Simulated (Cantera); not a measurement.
Charge: 1 mol C₃H₆, 0.16 mol CO₂, 19 mol N₂, equilibrated at 0.173 Torr.

Cantera equilibrium calculation (NASA polynomials, part measured and part estimated; ideal gas, pure solids and liquids). Candidate condensed phases: C, C₆H₆, C₇H₈, C₈H₁₈, H₂O; 136 gas species. The numbers say what is thermodynamically allowed, not how fast it happens. All values below are at 2675 °C.

Base state: N₂ 0.688, H 0.220, C 0.0318, CN 0.0314, CO 0.0119, C₃ 0.0105, C₂ 0.00443, HCN 0.000899 (mole fractions); condensed: gas only.

**Question.** What changes in the equilibrium state with this change: N₂ from 19 to 1.8 mol?

**Answer.** 
```json
[
 {"species": "H", "before": "0.220", "after": "0.622"},
 {"species": "N₂", "before": "0.688", "after": "0.175"},
 {"species": "C₃", "before": "0.0105", "after": "0.0604"},
 {"species": "C₂", "before": "0.00443", "after": "0.0142"},
 {"species": "CO", "before": "0.0119", "after": "0.0339"},
 {"species": "C", "before": "0.0318", "after": "0.0570"},
 {"species": "CN", "before": "0.0314", "after": "0.0284"},
 {"species": "C₂H₂ (acetylene)", "before": "1.88e-6", "after": "4.82e-5"},
 {"species": "C₅", "before": "9.40e-6", "after": "0.000172"},
 {"species": "C₄", "before": "7.33e-6", "after": "7.50e-5"},
 {"species": "C₂H", "before": "0.000107", "after": "0.000967"},
 {"species": "H₂", "before": "0.000618", "after": "0.00494"}
]
```
